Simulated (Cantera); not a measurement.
**Silicon carbide growth: Si(CH3)4 + C2H4 + H2**

A closed system holds: 1 mol Si(CH3)4, 0.28 mol C2H4, 2.2 mol H2, at 0.0530 bar.

Equilibrium computed with Cantera from the NASA thermochemical tables; the gas is ideal and each condensed phase is pure. Candidate condensed phases: C, C6H6, C7H8, C8H18, Si, SiC; 87 gas species. Gases not in the tables: Si2H6 and higher silanes. Rates play no part.

From 2073 K to 2573 K the condensed part is C(graphite) + SiC(s). The main Si-bearing gas is Si throughout. The share of Si in condensed phases is highest at 2073 K (99.8 %) and lowest at 2573 K (24.6 %).

```tsv
T (K)	x H2	x H	x Si	x SiC2	x C2H2 (acetylene)	x Si2C	x SiH	x Si2	n C(graphite)	n SiC(s)
2073	0.987	0.0114	0.000134	7.69e-6	0.00121	4.93e-6	1.76e-5	1.17e-7	3.54	0.998
2123	0.983	0.0154	0.000270	1.91e-5	0.00163	1.20e-5	3.18e-5	3.11e-7	3.53	0.997
2173	0.976	0.0207	0.000527	4.56e-5	0.00215	2.81e-5	5.59e-5	7.90e-7	3.53	0.994
2223	0.968	0.0274	0.000998	0.000105	0.00281	6.33e-5	9.57e-5	1.92e-6	3.52	0.988
2273	0.958	0.0357	0.00184	0.000231	0.00361	0.000137	0.000160	4.49e-6	3.51	0.977
2323	0.945	0.0460	0.00329	0.000491	0.00458	0.000287	0.000260	1.01e-5	3.51	0.958
2373	0.928	0.0584	0.00575	0.00101	0.00571	0.000582	0.000413	2.20e-5	3.51	0.923
2423	0.906	0.0733	0.00982	0.00203	0.00701	0.00114	0.000642	4.63e-5	3.52	0.862
2473	0.877	0.0907	0.0164	0.00393	0.00846	0.00219	0.000974	9.45e-5	3.55	0.755
2523	0.839	0.111	0.0268	0.00744	0.00999	0.00407	0.00145	0.000187	3.61	0.569
2573	0.789	0.133	0.0431	0.0137	0.0115	0.00739	0.00209	0.000361	3.72	0.246
```
x: gas mole fraction; n: condensed amount in mol.
